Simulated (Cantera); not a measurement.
Feed: 1 mol AlCl₃, 8.6 mol O₂, 180 mol N₂, equilibrated at 15.8 Torr.

Method: chemical equilibrium by Gibbs-energy minimisation in Cantera with the NASA 1993 tables (ideal gas, pure condensed phases). Candidate condensed phases: Al, AlCl₃, AlN, Al₂O₃; 24 gas species. Equilibrium is a limit: real reactors are often held back by kinetics, nucleation or transport. All values below are at 1023 K.

Base state: N₂ 0.950, O₂ 0.0414, Cl₂ 0.00776, Cl 0.000330, NO 1.95e-5 (mole fractions); condensed: Al₂O₃(s).

Problem. What changes in the equilibrium state with this change: pressure from 15.8 Torr to 0.105 Torr?

Solution. 
```tsv
species	before	after
N₂	0.950	0.949
O₂	0.0414	0.0414
Cl₂	0.00776	0.00611
Cl	0.000330	0.00359
NO	1.95e-5	1.95e-5
Al₂O₃(s), mol	0.500	0.500
```
